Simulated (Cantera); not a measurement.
Feed: 1 mol AlCl₃, 12 mol H₂O, 160 mol H₂, equilibrated at 0.150 Torr.

Equilibrium computed with Cantera from the NASA thermochemical tables; the gas is ideal and each condensed phase is pure. Candidate condensed phases: Al, AlCl₃, Al₂O₃, H₂O; 29 gas species. Rates play no part. All values below are at 1600 K.

Base state: H₂ 0.919, H₂O 0.0604, HCl 0.0172, H 0.00368, Cl 5.46e-5 (mole fractions); condensed: Al₂O₃(s).

### Question
What changes in the equilibrium state with this change: pressure from 0.150 Torr to 1.00 Torr?

### Answer
```json
[
 {"species": "H₂", "before": "0.919", "after": "0.921"},
 {"species": "H₂O", "before": "0.0604", "after": "0.0605"},
 {"species": "HCl", "before": "0.0172", "after": "0.0173"},
 {"species": "H", "before": "0.00368", "after": "0.00143"},
 {"species": "Cl", "before": "5.46e-5", "after": "2.12e-5"},
 {"species": "Al₂O₃(s), mol", "before": "0.500", "after": "0.500"}
]
```
